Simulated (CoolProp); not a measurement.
200 sccm (0 °C, 1 atm) of nitrogen bubbles through liquid ethanol at 304.7 K and leaves saturated at a total pressure of 0.0438 MPa (ideal gas phase). Each further row changes one setting.

Values from CoolProp's reference Helmholtz-energy equation of state, Schroeder 2014.

| case | vapour pressure (kPa) | mole fraction of vapour | delivery (mg/min) | delivery (sccm) | change of delivery for a bath 1 K warmer (%) |
|---|---|---|---|---|---|
| as stated | 11.4 | 0.260 | 145 | 70.4 | 7.8 |
| bath temperature 309.7 K | 14.9 | 0.341 | 213 | 103 | 8.4 |
| total pressure 0.0876 MPa | 11.4 | 0.130 | 61.5 | 29.9 | 6.5 |
